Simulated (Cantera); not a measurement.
A Cantera script and what it prints.

```python
import numpy as np
import cantera as ct

gas_names = """
    CL CL2 H HCL H2 N NH NH2 NH3 N2 N2H2 N2H4 Si SiCL SiCL2 SiCL3 SiCL4 SiH SiHCL3 SiH2 SiH2CL2 SiH3
    SiH3CL SiH4 SiN Si2 Si2N Si3
""".split()
cond_names = """
    NH4CL(a) NH4CL(b) Si(cr) Si(L) Si3N4(a)
""".split()


def load(file, names, dense=False):
    # The tables refer to 1 bar. Condensed volumes are neglected.
    table = {s.name: s for s in ct.Species.list_from_file(file)}
    out = []
    for n in names:
        d = dict(table[n].input_data)
        d["thermo"] = dict(d["thermo"], **{"reference-pressure": 1e5})
        if dense:
            d["equation-of-state"] = {"model": "constant-volume", "density": "1e6 g/cm^3"}
        out.append(ct.Species.from_dict(d))
    return out


gas = ct.Solution(thermo="ideal-gas", species=load("nasa_gas.yaml", gas_names))
cond = {s.name: ct.Solution(thermo="fixed-stoichiometry", species=[s], name=s.name)
        for s in load("nasa_condensed.yaml", cond_names, dense=True)}
atoms = {
    'SiHCl3': {'Si': 1, 'H': 1, 'CL': 3},
    'N2': {'N': 2},
}
top_T = {'Si3N4(a)': 2400}  # K; cautious upper limits of use, not melting points


def equilibrate(T, P, feed):
    n = {}
    for name, mol in feed.items():
        for a, k in atoms[name].items():
            n[a] = n.get(a, 0.0) + k * mol
    gas.TPX = T, P, n
    mass = sum(n.values()) * gas.mean_molecular_weight
    gas.equilibrate("TP")
    valid = [c for c in cond.values() if c.min_temp <= T <= top_T.get(c.name, c.max_temp)]
    mix = ct.Mixture([(gas, mass / gas.mean_molecular_weight)] + [(c, 0.0) for c in valid])
    mix.T, mix.P = T, P
    mix.equilibrate("TP", solver="vcs", rtol=1e-11, max_steps=5000)
    return mix


results = []
feed = {'SiHCl3': 1, 'N2': 5.4}  # mol
P = 100000  # Pa
for T in [875, 925, 975, 1025, 1075, 1125, 1175, 1225, 1275, 1325, 1375, 1425, 1475, 1525]:
    mix = equilibrate(T, P, feed)
    results.append((T, P, feed, dict(zip(mix.species_names, mix.species_moles))))
    x = sorted(zip(gas.X, gas.species_names), reverse=True)
    print(f"T = {T:g} K  P = {P:g} Pa  gas = {mix.phase_moles(0):.4g} mol")
    print("   x: " + "  ".join(f"{s} {v:.3e}" for v, s in x if v > 0.0001))
    print("   condensed (mol): " + ("  ".join(f"{mix.phase(i).name} {mix.phase_moles(i):.4g}"
          for i in range(1, mix.n_phases) if mix.phase_moles(i) > 1e-12) or "none"))
```

Output:

```
T = 875 K  P = 100000 Pa  gas = 6.538 mol
   x: N2 7.838e-01  HCL 9.987e-02  SiCL4 8.971e-02  H2 2.651e-02
   condensed (mol): Si3N4(a) 0.1377
T = 925 K  P = 100000 Pa  gas = 6.539 mol
   x: N2 7.831e-01  HCL 1.030e-01  SiCL4 8.889e-02  H2 2.493e-02
   condensed (mol): Si3N4(a) 0.1394
T = 975 K  P = 100000 Pa  gas = 6.541 mol
   x: N2 7.825e-01  HCL 1.057e-01  SiCL4 8.816e-02  H2 2.355e-02  SiHCL3 1.124e-04
   condensed (mol): Si3N4(a) 0.1409
T = 1025 K  P = 100000 Pa  gas = 6.542 mol
   x: N2 7.820e-01  HCL 1.080e-01  SiCL4 8.751e-02  H2 2.235e-02  SiHCL3 1.557e-04
   condensed (mol): Si3N4(a) 0.1421
T = 1075 K  P = 100000 Pa  gas = 6.543 mol
   x: N2 7.815e-01  HCL 1.100e-01  SiCL4 8.691e-02  H2 2.129e-02  SiHCL3 2.089e-04
   condensed (mol): Si3N4(a) 0.1432
T = 1125 K  P = 100000 Pa  gas = 6.545 mol
   x: N2 7.811e-01  HCL 1.118e-01  SiCL4 8.633e-02  H2 2.035e-02  SiHCL3 2.729e-04  SiCL3 1.385e-04
   condensed (mol): Si3N4(a) 0.1441
T = 1175 K  P = 100000 Pa  gas = 6.546 mol
   x: N2 7.807e-01  HCL 1.134e-01  SiCL4 8.574e-02  H2 1.951e-02  SiHCL3 3.479e-04  SiCL3 2.925e-04
   condensed (mol): Si3N4(a) 0.1448
T = 1225 K  P = 100000 Pa  gas = 6.547 mol
   x: N2 7.803e-01  HCL 1.148e-01  SiCL4 8.508e-02  H2 1.877e-02  SiCL3 5.799e-04  SiHCL3 4.342e-04
   condensed (mol): Si3N4(a) 0.1454
T = 1275 K  P = 100000 Pa  gas = 6.55 mol
   x: N2 7.800e-01  HCL 1.159e-01  SiCL4 8.427e-02  H2 1.811e-02  SiCL3 1.086e-03  SiHCL3 5.312e-04
   condensed (mol): Si3N4(a) 0.1456
T = 1325 K  P = 100000 Pa  gas = 6.553 mol
   x: N2 7.796e-01  HCL 1.169e-01  SiCL4 8.317e-02  H2 1.752e-02  SiCL3 1.932e-03  SiHCL3 6.381e-04  SiCL2 2.438e-04
   condensed (mol): Si3N4(a) 0.1455
T = 1375 K  P = 100000 Pa  gas = 6.56 mol
   x: N2 7.791e-01  HCL 1.177e-01  SiCL4 8.160e-02  H2 1.701e-02  SiCL3 3.275e-03  SiHCL3 7.526e-04  SiCL2 6.042e-04
   condensed (mol): Si3N4(a) 0.1448
T = 1425 K  P = 100000 Pa  gas = 6.57 mol
   x: N2 7.784e-01  HCL 1.182e-01  SiCL4 7.929e-02  H2 1.659e-02  SiCL3 5.302e-03  SiCL2 1.394e-03  SiHCL3 8.709e-04
   condensed (mol): Si3N4(a) 0.1431
T = 1475 K  P = 100000 Pa  gas = 6.587 mol
   x: N2 7.773e-01  HCL 1.183e-01  SiCL4 7.589e-02  H2 1.625e-02  SiCL3 8.193e-03  SiCL2 3.009e-03  SiHCL3 9.867e-04
   condensed (mol): Si3N4(a) 0.1399
T = 1525 K  P = 100000 Pa  gas = 6.615 mol
   x: N2 7.757e-01  HCL 1.180e-01  SiCL4 7.098e-02  H2 1.604e-02  SiCL3 1.206e-02  SiCL2 6.085e-03  SiHCL3 1.090e-03
   condensed (mol): Si3N4(a) 0.1344
```

Equilibrium computed with Cantera from the NASA thermochemical tables; the gas is ideal and each condensed phase is pure. N2 is the only nitrogen source here; it is nearly inert below about 1500 K, so the nitride shown seldom forms there in practice. The tables' values for SiCl3 are old estimates; treat these amounts as uncertain.
